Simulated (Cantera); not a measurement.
Charge: 1 mol CH₃Cl, 2.9 mol HCl, held at 600 °C and 1.33 mbar.

These are equilibrium values from Cantera (NASA tables, ideal gas, pure condensed phases), not measurements of a reactor. Candidate condensed phases: C, C₆H₆, C₇H₈, C₈H₁₈; 91 gas species. The numbers say what is thermodynamically allowed, not how fast it happens.

Base state: HCl 0.796, H₂ 0.204, CH₄ 2.49e-5 (mole fractions); condensed: C(graphite).

### Question
What changes in the equilibrium state with this change: temperature from 600 °C to 2552 °C?

### Answer
| species | before | after |
|---|---|---|
| H | <1e-9 | 0.499 |
| Cl | 2.25e-9 | 0.373 |
| HCl | 0.796 | 0.0451 |
| C₃ | <1e-9 | 0.0287 |
| H₂ | 0.204 | 0.0416 |
| C | <1e-9 | 0.00624 |
| C₂ | <1e-9 | 0.00292 |
| C₂H | <1e-9 | 0.00220 |
| C₂H₂ (acetylene) | <1e-9 | 0.00140 |
| C₅ | <1e-9 | 0.000277 |
| C(graphite), mol | 1.000 | 0 |
The tables' values for CCl are old estimates; treat these amounts as uncertain.

### Question
What changes in the equilibrium state with this change: temperature from 600 °C to 352 °C?

### Answer
| species | before | after |
|---|---|---|
| HCl | 0.796 | 0.798 |
| H₂ | 0.204 | 0.199 |
| CH₄ | 2.49e-5 | 0.00257 |
| C(graphite), mol | 1.000 | 0.987 |
